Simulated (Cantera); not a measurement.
An isothermal, constant-pressure homogeneous reactor starts with C2H6 : H2 = 1 : 3.9 (molar parts), at 1725 K and 48.0 Torr.

Cantera simulation using GRI-Mech 3.0 (53 species, 325 reactions); the numbers are that mechanism's predictions, not measurements. GRI-Mech 3.0 stops at C3 and has no aromatics, soot or wall deposition, so with more carbon than oxygen in the feed, carbon stays in small species such as C2H2 where larger ones or solid carbon would form.

x: mole fraction; the columns are a selection and need not sum to one.

```csv
t (s),x C2H6,x H2,x C2H4,x C2H,x C2H2,x CH4
1.00e-6,0.203,0.795,2.50e-6,<1e-12,5.29e-11,8.23e-5
4.12e-6,0.199,0.793,0.000246,<1e-12,4.44e-8,0.00125
1.70e-5,0.166,0.782,0.00985,7.11e-10,5.88e-5,0.0161
7.02e-5,0.0389,0.730,0.0541,…,0.00758,0.129
0.000289,0.000974,0.730,0.0378,…,0.0457,0.174
0.00119,0.000170,0.743,0.0164,…,0.0703,0.167
0.00492,7.58e-5,0.753,0.00361,…,0.0856,0.156
0.0203,5.54e-5,0.771,0.00142,…,0.0973,0.129
0.0838,1.98e-5,0.807,0.000665,…,0.118,0.0724
0.346,2.39e-6,0.839,0.000341,…,0.136,0.0229
1.43,1.64e-7,0.851,0.000313,7.09e-7,0.143,0.00550
5.88,3.67e-8,0.853,0.000314,7.22e-7,0.144,0.00213
24.2,3.34e-8,0.853,0.000314,7.23e-7,0.144,0.00197
100,3.34e-8,0.853,0.000314,7.23e-7,0.144,0.00197
```

Question: Some entries are withheld; supply them.

Answer: 
- 7.02e-5, x C2H: 2.58e-7
- 0.000289, x C2H: 7.12e-7
- 0.00119, x C2H: 3.73e-7
- 0.00492, x C2H: 3.06e-7
- 0.0203, x C2H: 3.65e-7
- 0.0838, x C2H: 4.82e-7
- 0.346, x C2H: 6.34e-7
